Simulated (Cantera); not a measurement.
Input: 1 mol SiH2Cl2, 1.1 mol HCl, 75 mol N2, 0.05 mol Cl2, equilibrated at 1000 Pa.

Equilibrium computed with Cantera from the NASA thermochemical tables; the gas is ideal and each condensed phase is pure. Candidate condensed phases: NH4Cl, Si, Si3N4; 28 gas species. N2 is the only nitrogen source here; it is nearly inert below about 1500 K, so the nitride shown seldom forms there in practice. The tables' values for SiCl3, SiCl are old estimates; treat these amounts as uncertain. Kinetics and transport are ignored.

log p: log10 of the partial pressure in bar; n: condensed amount in mol.

| T (°C) | log p N2 | log p HCl | log p SiCl2 | log p H2 | log p SiCl3 | log p SiCl4 | log p H | n Si3N4(s) |
|---|---|---|---|---|---|---|---|---|
| 1150 | -2.02 | -3.54 | -4.36 | -4.25 | -5.16 | -5.36 | (withheld) | 0.191 |
| 1200 | -2.02 | -3.58 | -4.20 | -4.16 | -5.23 | -5.73 | (withheld) | 0.151 |
| 1250 | -2.02 | -3.64 | -4.09 | -4.08 | -5.35 | -6.14 | (withheld) | 0.108 |
| 1300 | -2.02 | -3.70 | -4.00 | -4.01 | -5.50 | -6.57 | (withheld) | 0.0658 |
| 1350 | -2.02 | -3.77 | -3.94 | -3.95 | -5.65 | -7.00 | (withheld) | 0.0259 |
| 1400 | -2.02 | -3.82 | -3.90 | -3.91 | -5.80 | -7.38 | (withheld) | 0 |
| 1450 | -2.02 | -3.82 | -3.90 | -3.91 | -5.91 | -7.64 | (withheld) | 0 |

Question: What belongs in the gaps?

Answer: 
- 1150, log p H: -7.30
- 1200, log p H: -6.98
- 1250, log p H: -6.68
- 1300, log p H: -6.39
- 1350, log p H: -6.13
- 1400, log p H: -5.90
- 1450, log p H: -5.70
